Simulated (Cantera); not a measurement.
## Pyrogenic steam for wet oxidation

A perfectly stirred reactor is fed with 19.8 % H2, 40.5 % O2, 39.7 % N2, equivalence ratio 0.24, at 0.132 atm; it is held at 1100 K, and followed from long to short residence time.

Detailed kinetics in Cantera: the H2/O2 subset of GRI-Mech 3.0, which has no nitrogen chemistry. The temperature is held fixed by assumption; the heat of reaction is taken as removed at once.

| τ (s) | x H2 | x O2 | x O | x H2O | x H2O2 | x HO2 |
|---|---|---|---|---|---|---|
| 17 | 5.64e-5 | 0.339 | 1.29e-5 | 0.220 | 3.49e-7 | 1.96e-6 |
| 3.9 | 0.000151 | 0.339 | 3.58e-5 | 0.220 | 6.35e-7 | 4.72e-6 |
| 0.90 | 0.000398 | 0.339 | 9.84e-5 | 0.220 | 1.10e-6 | 1.04e-5 |
| 0.21 | 0.00100 | 0.339 | 0.000263 | 0.219 | 1.77e-6 | 1.98e-5 |
| 0.048 | 0.00245 | 0.339 | 0.000682 | 0.217 | 2.58e-6 | 3.25e-5 |
| 0.011 | 0.00568 | 0.340 | 0.00168 | 0.212 | 3.40e-6 | 4.59e-5 |
| 0.0026 | 0.0125 | 0.340 | 0.00384 | 0.202 | 4.07e-6 | 5.58e-5 |
| 0.00060 | 0.0274 | 0.341 | 0.00821 | 0.178 | 4.21e-6 | 5.89e-5 |
| 0.00014 | 0.0590 | 0.348 | 0.0137 | 0.128 | 3.47e-6 | 5.23e-5 |
x: mole fraction; the columns are a selection and need not sum to one.
